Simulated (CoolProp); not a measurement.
Computed with CoolProp (reference Helmholtz-energy equation of state, Setzmann 1991).

For methane, give the phase and the Joule-Thomson coefficient (K/MPa) at -132.85 °C and 1.01 bar; -59.75 °C and 1.01 bar.


- -132.85 °C and 1.01 bar: gas; Joule-Thomson coefficient 17.9
- -59.75 °C and 1.01 bar: gas; Joule-Thomson coefficient 8.27
